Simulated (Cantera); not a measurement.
Input: 1 mol Si, 0.66 mol H2O, 87 mol H2, equilibrated at 1000 K and 0.100 bar.

Equilibrium computed with Cantera from the NASA thermochemical tables; the gas is ideal and each condensed phase is pure. Candidate condensed phases: H2O, Si, SiO2; 18 gas species. Rates play no part.

Base state: H2 1.00 (mole fractions); condensed: Si(s) + SiO2(β-quartz).

What changes in the equilibrium state with this change: Si replaced by Si3N4?


```json
[
 {"species": "H2", "before": "1.00", "after": "0.997"},
 {"species": "N2", "before": "0", "after": "0.00250"},
 {"species": "Si(s), mol", "before": "0.670", "after": "0"},
 {"species": "SiO2(β-quartz), mol", "before": "0.330", "after": "0"},
 {"species": "Si2N2O(s), mol", "before": "0", "after": "0.660"},
 {"species": "Si3N4(s), mol", "before": "0", "after": "0.560"}
]
```
Further candidate phases: Si2N2O, Si3N4.

What changes in the equilibrium state with this change: Si replaced by SiC?


```json
[
 {"species": "H2", "before": "1.00", "after": "0.996"},
 {"species": "CH4", "before": "0", "after": "0.00378"},
 {"species": "Si(s), mol", "before": "0.670", "after": "0"},
 {"species": "SiO2(β-quartz), mol", "before": "0.330", "after": "0.330"},
 {"species": "SiC(s), mol", "before": "0", "after": "0.670"}
]
```
Further candidate phases: C, C6H6, C7H8, C8H18, SiC.
